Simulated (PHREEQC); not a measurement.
Metal-bearing waste water: an equilibrium model

Dissolve 0.012 mol CuSO4, 0.22 mol CaCl2 and 0.0022 mol HCl per kg of water at 35 °C. Closed to the air; pH follows from the charge balance.

The numbers come from PHREEQC with the ion-association model, wateq4f.dat.

No solid was allowed to form.

Q: Estimate the pH, activity of water.

A: pH 2.85; activity of water 0.988.

Q: In which forms is Ca present?

A: Ca+2 97 %, CaSO4 3.3 % of the Ca.

Saturation is exceeded, for instance for Gypsum; the values hold only as long as no solid forms.
